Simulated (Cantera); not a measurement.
Input: 1 mol Zr, 0.12 mol H2O, 13 mol N2, held at 0.890 Pa.

Cantera equilibrium calculation (NASA polynomials, part measured and part estimated; ideal gas, pure solids and liquids). Candidate condensed phases: H2O, Zr, ZrN, ZrO2; 28 gas species. Mutual solubility and eutectic melting of coexisting phases are not modelled. ZrN: taken at fixed stoichiometry. Condensed phases not in the tables: solid solutions among these carbides, nitrides and lower oxides. Equilibrium is a limit: real reactors are often held back by kinetics, nucleation or transport.

log p: log10 of the partial pressure in bar; n: condensed amount in mol.

```tsv
T (°C)	log p N2	log p Zr	log p H	log p ZrO	log p H2	n ZrN(s)	n ZrO2(tetragonal)
1725	-5.06	-10.86	-6.82	-8.42	-8.06	0.937	0.0572
1775	-5.06	-10.25	-6.80	-7.91	-8.31	0.931	0.0511
1825	-5.06	-9.67	-6.79	-7.43	-8.56	0.913	0.0330
1875	-5.06	…	-6.79	-7.09	…	0.880	0
1925	-5.06	-8.58	-6.79	-7.08	-9.06	0.876	0
1975	-5.06	-8.08	-6.78	-7.08	-9.30	0.868	0
2025	-5.06	-7.59	-6.79	-7.08	-9.53	0.843	0
2075	-5.07	-7.13	-6.79	-7.09	-9.76	0.771	0
2125	-5.07	…	-6.80	-7.10	…	…	0
2175	-5.09	-6.26	-6.82	-7.13	-10.25	0	0
```

Task: Complete the blanks.

Result: 
- 1875, log p Zr: -9.11
- 1875, log p H2: -8.82
- 2125, log p Zr: -6.68
- 2125, log p H2: -9.99
- 2125, n ZrN(s): 0.568
